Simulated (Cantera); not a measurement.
# Aluminium and copper etching: Cu + F2 + N2

A closed system holds: 1 mol Cu, 1.1 mol F2, 24 mol N2, at 1000 Pa.

Method: chemical equilibrium by Gibbs-energy minimisation in Cantera with the NASA 1993 tables (ideal gas, pure condensed phases). Candidate condensed phases: Cu, CuF2; 11 gas species. Rates play no part.

From 302 °C to 802 °C the condensed part is CuF2(s). At 852 °C the condensed part is CuF2(l). From 902 °C to 952 °C nothing is condensed.

| T (°C) | log p N2 | log p CuF2 | log p F | log p F2 | log p NF3 | log p CuF | n CuF2(s) | n CuF2(l) |
|---|---|---|---|---|---|---|---|---|
| 302 | -2.00 | <-14 | -6.91 | -5.50 | -4.59 | <-14 | 1.00 | 0 |
| 352 | -2.00 | -13.06 | -6.04 | -4.94 | -4.70 | <-14 | 1.00 | 0 |
| 402 | -2.00 | -11.43 | -5.37 | -4.60 | -5.01 | <-14 | 1.00 | 0 |
| 452 | -2.00 | -10.03 | -4.89 | -4.51 | -5.57 | <-14 | 1.00 | 0 |
| 502 | -2.00 | -8.81 | -4.54 | -4.58 | -6.29 | <-14 | 1.000 | 0 |
| 552 | -2.00 | -7.76 | -4.31 | -4.78 | -7.12 | <-14 | 1.000 | 0 |
| 602 | -2.00 | -6.82 | -4.17 | -5.10 | -8.08 | <-14 | 1.000 | 0 |
| 652 | -2.00 | -6.00 | -4.12 | -5.52 | -9.12 | <-14 | 0.998 | 0 |
| 702 | -2.00 | -5.26 | -4.09 | -5.95 | -10.15 | -12.74 | 0.987 | 0 |
| 752 | -2.00 | -4.60 | -4.09 | -6.37 | -11.11 | -11.21 | 0.939 | 0 |
| 802 | -2.01 | -4.00 | -4.09 | -6.76 | -12.01 | -9.81 | 0.758 | 0 |
| 852 | -2.02 | -3.50 | -4.10 | -7.14 | -12.85 | -8.58 | 0 | 0.214 |
| 902 | -2.02 | -3.40 | -4.10 | -7.47 | -13.60 | -7.81 | 0 | 0 |
| 952 | -2.02 | -3.40 | -4.10 | -7.77 | <-14 | -7.20 | 0 | 0 |
log p: log10 of the partial pressure in bar; n: condensed amount in mol.
